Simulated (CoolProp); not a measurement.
Vapour-liquid equilibrium of R125 (1) + R245fa (2) at 3.82 kPa; x and y are mole fractions of (1).

The numbers come from the multi-fluid Helmholtz-energy mixture model, Lemmon 2005 and Akasaka 2015; pair parameters Bell 2016 in CoolProp.

```csv
x,bubble temperature (°C),y at the bubble point,dew temperature at overall composition x (°C),liquid density (mol/L)
0.05,-63.3,0.752,-46.8,11.68
0.15,-76.7,0.936,-48.3,12.08
0.25,-82.8,0.970,-50.0,12.36
0.35,-86.6,0.982,-51.9,12.60
0.45,-89.2,0.989,-54.0,12.83
0.55,-91.3,0.993,-56.4,13.05
0.65,-93.1,0.995,-59.4,13.27
0.75,-94.5,0.997,-63.2,13.48
0.85,-95.9,0.998,-68.6,13.69
0.95,-97.1,1.000,-78.8,13.90
```

No azeotrope shows between x = 0.05 and 0.95.

The pair parameters rest on a limited set of measurements; away from them the model extrapolates.
